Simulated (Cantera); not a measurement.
Input: 1 mol BaF2, 18 mol H2O, 6.8 mol N2, at 1.00 bar.

Method: chemical equilibrium by Gibbs-energy minimisation in Cantera with the NASA 1993 tables (ideal gas, pure condensed phases). Candidate condensed phases: Ba, BaF2, BaO, Ba(OH)2, H2O; 45 gas species. Mutual solubility and eutectic melting of coexisting phases are not modelled. Rates play no part.

x: gas mole fraction; n: condensed amount in mol.

```json
[
 {"T (°C)": "950", "x H2O": "0.726", "x N2": "0.274", "x HF": "6.63e-5", "x Ba(OH)2": "2.75e-5", "x BaF2": "4.09e-8", "n BaF2(s)": "0.999", "n Ba(OH)2(l)": "0.000140", "n BaF2(l)": "0"},
 {"T (°C)": "1000", "x H2O": "0.726", "x N2": "0.274", "x HF": "[?]", "x Ba(OH)2": "[?]", "x BaF2": "[?]", "n BaF2(s)": "0.999", "n Ba(OH)2(l)": "0", "n BaF2(l)": "0"},
 {"T (°C)": "1050", "x H2O": "0.725", "x N2": "0.274", "x HF": "0.000215", "x Ba(OH)2": "0.000108", "x BaF2": "6.45e-7", "n BaF2(s)": "0.997", "n Ba(OH)2(l)": "0", "n BaF2(l)": "0"},
 {"T (°C)": "1100", "x H2O": "0.725", "x N2": "0.274", "x HF": "0.000372", "x Ba(OH)2": "0.000186", "x BaF2": "2.16e-6", "n BaF2(s)": "0.995", "n Ba(OH)2(l)": "0", "n BaF2(l)": "0"},
 {"T (°C)": "1150", "x H2O": "0.725", "x N2": "0.274", "x HF": "[?]", "x Ba(OH)2": "[?]", "x BaF2": "[?]", "n BaF2(s)": "0.992", "n Ba(OH)2(l)": "0", "n BaF2(l)": "0"},
 {"T (°C)": "1200", "x H2O": "0.724", "x N2": "0.274", "x HF": "0.000985", "x Ba(OH)2": "0.000492", "x BaF2": "1.84e-5", "n BaF2(s)": "0.987", "n Ba(OH)2(l)": "0", "n BaF2(l)": "0"},
 {"T (°C)": "1250", "x H2O": "0.723", "x N2": "0.274", "x HF": "0.00152", "x Ba(OH)2": "0.000759", "x BaF2": "4.76e-5", "n BaF2(s)": "0.980", "n Ba(OH)2(l)": "0", "n BaF2(l)": "0"},
 {"T (°C)": "1300", "x H2O": "0.722", "x N2": "0.274", "x HF": "0.00227", "x Ba(OH)2": "0.00114", "x BaF2": "0.000115", "n BaF2(s)": "0.969", "n Ba(OH)2(l)": "0", "n BaF2(l)": "0"},
 {"T (°C)": "1350", "x H2O": "0.720", "x N2": "0.274", "x HF": "0.00331", "x Ba(OH)2": "0.00166", "x BaF2": "0.000261", "n BaF2(s)": "0.952", "n Ba(OH)2(l)": "0", "n BaF2(l)": "0"},
 {"T (°C)": "1400", "x H2O": "0.718", "x N2": "0.273", "x HF": "0.00466", "x Ba(OH)2": "0.00233", "x BaF2": "0.000544", "n BaF2(s)": "0", "n Ba(OH)2(l)": "0", "n BaF2(l)": "0.929"},
 {"T (°C)": "1450", "x H2O": "0.715", "x N2": "0.273", "x HF": "0.00637", "x Ba(OH)2": "0.00318", "x BaF2": "0.00106", "n BaF2(s)": "0", "n Ba(OH)2(l)": "0", "n BaF2(l)": "0.894"},
 {"T (°C)": "1500", "x H2O": "0.711", "x N2": "0.272", "x HF": "0.00854", "x Ba(OH)2": "0.00427", "x BaF2": "0.00199", "n BaF2(s)": "0", "n Ba(OH)2(l)": "0", "n BaF2(l)": "0.844"}
]
```

Q: Fill in the missing entries.

A: 
- 1150, x HF: 0.000617
- 1150, x Ba(OH)2: 0.000308
- 1150, x BaF2: 6.58e-6
- 1000, x HF: 0.000119
- 1000, x Ba(OH)2: 5.94e-5
- 1000, x BaF2: 1.73e-7
